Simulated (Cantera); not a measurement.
An isothermal, constant-pressure homogeneous reactor starts with 20.7 % C2H4, 79.3 % H2, at 1650 K and 1330 Pa.

Computed with Cantera and GRI-Mech 3.0 (53 species, 325 reactions). GRI-Mech 3.0 was tuned for natural gas; its chemistry of ethylene as a main component is partial and can be far from experiment. GRI-Mech 3.0 stops at C3 and has no aromatics, soot or wall deposition, so with more carbon than oxygen in the feed, carbon stays in small species such as C2H2 where larger ones or solid carbon would form. Radical loss at walls, strong at low pressure, is not modelled.

x: mole fraction; the columns are a selection and need not sum to one.

```tsv
t (s)	x C2H4	x H2	x CH2	x CH3	x C2H6
0.000100	0.207	0.793	1.52e-11	7.49e-11	1.83e-9
0.000282	0.206	0.793	7.45e-11	4.47e-10	6.37e-9
0.000793	0.205	0.793	2.65e-10	1.70e-9	1.98e-8
0.00223	0.201	0.794	7.91e-10	5.51e-9	6.06e-8
0.00629	0.189	0.796	___	1.64e-8	1.72e-7
0.0177	0.156	0.802	___	3.48e-8	3.18e-7
0.0499	0.0863	0.814	___	4.46e-8	2.44e-7
0.140	0.0129	0.826	8.37e-10	8.91e-8	6.64e-8
0.395	0.000141	0.828	4.08e-10	5.75e-7	1.93e-9
1.11	0.000136	0.828	9.45e-10	1.02e-6	1.98e-9
3.13	0.000136	0.828	___	1.69e-6	2.00e-9
8.83	0.000136	0.828	___	3.52e-6	2.12e-9
24.9	0.000136	0.828	___	7.93e-6	2.77e-9
70.0	0.000136	0.827	___	1.33e-5	4.25e-9
```

Some entries are withheld; supply them.


- 0.00629, x CH2: 2.07e-9
- 0.0177, x CH2: 3.59e-9
- 0.0499, x CH2: 2.73e-9
- 3.13, x CH2: 1.52e-9
- 8.83, x CH2: 3.09e-9
- 24.9, x CH2: 6.85e-9
- 70.0, x CH2: 1.14e-8
